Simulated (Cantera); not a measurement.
Cantera run:

```python
import numpy as np
import cantera as ct

gas_names = """
    C CH CH2 CH3 CH2OH CH3O CH4 CH3OH CO CO2 COOH C2 C2H CHCO,ketyl C2H2,acetylene C2H2,vinylidene
    CH2CO,ketene C2H3,vinyl CH3CO,acetyl C2H4 C2H4O,ethylen CH3CHO,ethanal CH3COOH (HCOOH)2 C2H5 C2H6
    CH3OCH3 C2H5OH C2O C3 C3H3,propargyl C3H4,allene C3H4,propyne C3H4,cyclo- C3H5,allyl C3H6,propylene
    C3H6,cyclo- C3H6O C3H7,n-propyl C3H7,i-propyl C3H8 C3H8O,1propanol C3H8O,2propanol C3O2 C4 C4H2
    C4H4,1,3-cyclo- C4H6,butadiene C4H6,2-butyne C4H6,cyclo- C4H8,1-butene C4H8,cis2-buten
    C4H8,tr2-butene C4H8,isobutene C4H8,cyclo- (CH3COOH)2 C4H9,n-butyl C4H9,i-butyl C4H9,s-butyl
    C4H9,t-butyl C4H10,isobutane C4H10,n-butane C5 C5H6,1,3cyclo- C5H8,cyclo- C5H10,1-pentene
    C5H10,cyclo- C5H11,pentyl C5H11,t-pentyl C5H12,n-pentane C5H12,i-pentane CH3C(CH3)2CH3 C6H2
    C6H5,phenyl C6H5O,phenoxy C6H6 C6H5OH,phenol C6H10,cyclo- C6H12,1-hexene C6H12,cyclo- C6H13,n-hexyl
    C7H7,benzyl C7H8 C7H8O,cresol C7H14,1-heptene C7H15,n-heptyl C7H16,n-heptane C8H8,styrene
    C8H10,ethylbenz C8H16,1-octene C8H17,n-octyl C8H18,isooctane C8H18,n-octane C9H19,n-nonyl
    C10H8,naphthale C10H21,n-decyl C12H9,o-bipheny C12H10,bipheny H HCO HO2 H2 HCHO,formaldehy HCOOH H2O
    H2O2 O OH O2 O3 Pb PbO Pb2
""".split()
cond_names = """
    C(gr) C6H6(L) C7H8(L) C8H18(L),n-octa H2O(s) H2O(L) Pb(cr) Pb(L) PbO(rd) PbO(yw) PbO(L) PbO2(s)
    Pb3O4(s)
""".split()


def load(file, names, dense=False):
    # The tables refer to 1 bar. Condensed volumes are neglected.
    table = {s.name: s for s in ct.Species.list_from_file(file)}
    out = []
    for n in names:
        d = dict(table[n].input_data)
        d["thermo"] = dict(d["thermo"], **{"reference-pressure": 1e5})
        if dense:
            d["equation-of-state"] = {"model": "constant-volume", "density": "1e6 g/cm^3"}
        out.append(ct.Species.from_dict(d))
    return out


gas = ct.Solution(thermo="ideal-gas", species=load("nasa_gas.yaml", gas_names))
cond = {s.name: ct.Solution(thermo="fixed-stoichiometry", species=[s], name=s.name)
        for s in load("nasa_condensed.yaml", cond_names, dense=True)}
atoms = {
    'Pb': {'Pb': 1},
    'CO2': {'C': 1, 'O': 2},
    'H2': {'H': 2},
    'CO': {'C': 1, 'O': 1},
}
top_T = {'C(gr)': 4500, 'Pb3O4(s)': 820}  # K; cautious upper limits of use, not melting points


def equilibrate(T, P, feed):
    n = {}
    for name, mol in feed.items():
        for a, k in atoms[name].items():
            n[a] = n.get(a, 0.0) + k * mol
    gas.TPX = T, P, n
    mass = sum(n.values()) * gas.mean_molecular_weight
    gas.equilibrate("TP")
    valid = [c for c in cond.values() if c.min_temp <= T <= top_T.get(c.name, c.max_temp)]
    mix = ct.Mixture([(gas, mass / gas.mean_molecular_weight)] + [(c, 0.0) for c in valid])
    mix.T, mix.P = T, P
    mix.equilibrate("TP", solver="vcs", rtol=1e-11, max_steps=5000)
    return mix


results = []
feed = {'Pb': 1, 'CO2': 3.3, 'H2': 6.5, 'CO': 0.15}  # mol
for P in [10, 61, 370, 2200, 13000, 82000, 500000, 3000000]:
    for T in [898, 998, 1098, 1198, 1298, 1398, 1498, 1598, 1698]:
        mix = equilibrate(T, P, feed)
        results.append((T, P, feed, dict(zip(mix.species_names, mix.species_moles))))

for T, P, feed, n in results:
    print(f"{T:7g} {P:10.4g}  " + (" + ".join(c for c in cond_names if n.get(c, 0) > 1e-12) or "gas only"))
```

Output:

```
    898         10  Pb(L)
    998         10  gas only
   1098         10  gas only
   1198         10  gas only
   1298         10  gas only
   1398         10  gas only
   1498         10  gas only
   1598         10  gas only
   1698         10  gas only
    898         61  Pb(L)
    998         61  Pb(L)
   1098         61  gas only
   1198         61  gas only
   1298         61  gas only
   1398         61  gas only
   1498         61  gas only
   1598         61  gas only
   1698         61  gas only
    898        370  Pb(L)
    998        370  Pb(L)
   1098        370  Pb(L)
   1198        370  gas only
   1298        370  gas only
   1398        370  gas only
   1498        370  gas only
   1598        370  gas only
   1698        370  gas only
    898       2200  Pb(L)
    998       2200  Pb(L)
   1098       2200  Pb(L)
   1198       2200  Pb(L)
   1298       2200  gas only
   1398       2200  gas only
   1498       2200  gas only
   1598       2200  gas only
   1698       2200  gas only
    898    1.3e+04  Pb(L)
    998    1.3e+04  Pb(L)
   1098    1.3e+04  Pb(L)
   1198    1.3e+04  Pb(L)
   1298    1.3e+04  Pb(L)
   1398    1.3e+04  Pb(L)
   1498    1.3e+04  gas only
   1598    1.3e+04  gas only
   1698    1.3e+04  gas only
    898    8.2e+04  Pb(L)
    998    8.2e+04  Pb(L)
   1098    8.2e+04  Pb(L)
   1198    8.2e+04  Pb(L)
   1298    8.2e+04  Pb(L)
   1398    8.2e+04  Pb(L)
   1498    8.2e+04  Pb(L)
   1598    8.2e+04  Pb(L)
   1698    8.2e+04  gas only
    898      5e+05  Pb(L)
    998      5e+05  Pb(L)
   1098      5e+05  Pb(L)
   1198      5e+05  Pb(L)
   1298      5e+05  Pb(L)
   1398      5e+05  Pb(L)
   1498      5e+05  Pb(L)
   1598      5e+05  Pb(L)
   1698      5e+05  Pb(L)
    898      3e+06  C(gr) + Pb(L)
    998      3e+06  Pb(L)
   1098      3e+06  Pb(L)
   1198      3e+06  Pb(L)
   1298      3e+06  Pb(L)
   1398      3e+06  Pb(L)
   1498      3e+06  Pb(L)
   1598      3e+06  Pb(L)
   1698      3e+06  Pb(L)
```

Method: chemical equilibrium by Gibbs-energy minimisation in Cantera with the NASA 1993 tables (ideal gas, pure condensed phases).
